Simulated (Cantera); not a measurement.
What does this Cantera script print?

```python
import numpy as np
import cantera as ct

gas = ct.Solution("gri30.yaml", transport_model="multicomponent")
show = ['CO2', 'CH4', 'H2']

rows = []
print(f"{'T/K':>7s}{'rho':>11s}{'cp':>10s}{'mu':>11s}{'lambda':>11s}{'Pr':>7s}" + "".join(f"{'D_' + s:>11s}" for s in show))
for T in [400, 650, 900, 1150, 1400, 1650, 1900, 2150]:
    gas.TPX = T, 460000, {'O2': 0.71}
    Pr = gas.cp_mass * gas.viscosity / gas.thermal_conductivity
    D = [gas.mix_diff_coeffs_mole[gas.species_index(s)] for s in show]
    rows.append([gas.density, gas.cp_mass, gas.viscosity, gas.thermal_conductivity, Pr, *D])
    print(f"{T:7g}{gas.density:11.4e}{gas.cp_mass:10.1f}{gas.viscosity:11.4e}"
          f"{gas.thermal_conductivity:11.4e}{Pr:7.3f}" + "".join(f"{d:11.4e}" for d in D))
print("SI units: kg/m3, J/kg/K, Pa s, W/m/K, m2/s")
```

Result:

```
    T/K        rho        cp         mu     lambda     Pr      D_CO2      D_CH4       D_H2
    400 4.4257e+00     941.4 2.5629e-05 3.3889e-02  0.712 5.8144e-06 8.3000e-06 2.9007e-05
    650 2.7235e+00    1017.4 3.5981e-05 5.1551e-02  0.710 1.3679e-05 1.9189e-05 6.5462e-05
    900 1.9670e+00    1073.7 4.4705e-05 6.7676e-02  0.709 2.3881e-05 3.3258e-05 1.1247e-04
   1150 1.5394e+00    1108.6 5.2496e-05 8.2135e-02  0.709 3.6132e-05 5.0138e-05 1.6888e-04
   1400 1.2645e+00    1134.2 5.9661e-05 9.5570e-02  0.708 5.0250e-05 6.9590e-05 2.3393e-04
   1650 1.0729e+00    1155.4 6.6364e-05 1.0835e-01  0.708 6.6105e-05 9.1444e-05 3.0705e-04
   1900 9.3174e-01    1174.1 7.2707e-05 1.2067e-01  0.707 8.3603e-05 1.1557e-04 3.8781e-04
   2150 8.2339e-01    1191.7 7.8755e-05 1.3270e-01  0.707 1.0267e-04 1.4185e-04 4.7583e-04
SI units: kg/m3, J/kg/K, Pa s, W/m/K, m2/s
```

Detailed kinetics in Cantera: GRI-Mech 3.0 (53 species, 325 reactions).
